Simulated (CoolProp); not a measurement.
Vapour pressure (kPa) of nitrogen: the reference equation beside estimates from Tc = -147.0 °C, pc = 3396 kPa, ω = 0.037.

Values from CoolProp's reference Helmholtz-energy equation of state, Span 2000.

```csv
T (°C),reference,Lee-Kesler,Redlich-Kwong,Soave-Redlich-Kwong
-173.55,756.9,757.2,758.1,763.3
-170.75,915.7,915.6,923.3,924.8
-168.05,1090,1089,1104,1102
-165.35,1287,1286,1308,1303
-162.65,1509,1506,?,1528
-159.85,1766,?,1799,1788
-157.15,2043,2040,2080,?
-154.45,2351,2348,2388,2376
-151.75,?,?,2725,?
-148.95,3086,3086,3105,3100
```

What belongs in the gaps?


- -162.65, Redlich-Kwong: 1536
- -159.85, Lee-Kesler: 1763
- -157.15, Soave-Redlich-Kwong: 2067
- -151.75, reference: 2692
- -151.75, Lee-Kesler: 2690
- -151.75, Soave-Redlich-Kwong: 2714

Absolute difference from the reference over all 10 rows, mean and median: Lee-Kesler 0.1 and 0.1 %, Redlich-Kwong 1.3 and 1.4 %, Soave-Redlich-Kwong 1.0 and 1.1 %.
